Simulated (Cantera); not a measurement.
A freely propagating, adiabatic, planar premixed flame of CH3OH : O2 : N2 = 1 : 1.36 : 6.41 (molar parts), equivalence ratio 1.1, unburnt at 525 K and 6830 Torr; mixture-averaged transport, grid criteria slope 0.08 and curve 0.16, no radiation.

Computed with Cantera and GRI-Mech 3.0 (53 species, 325 reactions). GRI-Mech 3.0 was tuned for natural gas; its chemistry of methanol as a main component is partial and can be far from experiment. Burning velocities carry a grid error of a few per cent, more on coarse grids.

Question: What does this change do: inlet temperature 525 to 550 K?

Answer: 
```json
[
 {"quantity": "laminar burning velocity", "before": "46.1 cm/s", "after": "50.9 cm/s"},
 {"quantity": "thermal thickness", "before": "0.0602 mm", "after": "0.0581 mm"},
 {"quantity": "peak x(HCO)", "before": "8.51e-5", "after": "9.07e-5"},
 {"quantity": "peak x(CO)", "before": "0.0569", "after": "0.0577"},
 {"quantity": "peak x(H2O2)", "before": "0.000894", "after": "0.000909"},
 {"quantity": "peak x(C2H4)", "before": "4.00e-7", "after": "4.28e-7"}
]
```
